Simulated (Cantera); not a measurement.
A closed system holds: 1 mol MgCO3, 0.28 mol O2, 0.077 mol H2O, equilibrated at 1148.15 K and 1 atm.

These are equilibrium values from Cantera (NASA tables, ideal gas, pure condensed phases), not measurements of a reactor. Candidate condensed phases: C, C6H6, C7H8, C8H18, H2O, Mg, MgCO3, MgO, Mg(OH)2; 116 gas species. Kinetics and transport are ignored.

Problem. What is the equilibrium state?

Solution. 
| Quantity | Value |
|---|---|
| x(CO2) | 0.737 |
| x(O2) | 0.206 |
| x(H2O) | 0.0567 |
| x(OH) | 1.07e-6 |
| n(MgO(s)) | 1.00 mol |
| gas amount | 1.357 mol |
| log10 activity of C(graphite) (absent) | -17.46 |
| log10 activity of Mg(l) (absent) | -21.31 |
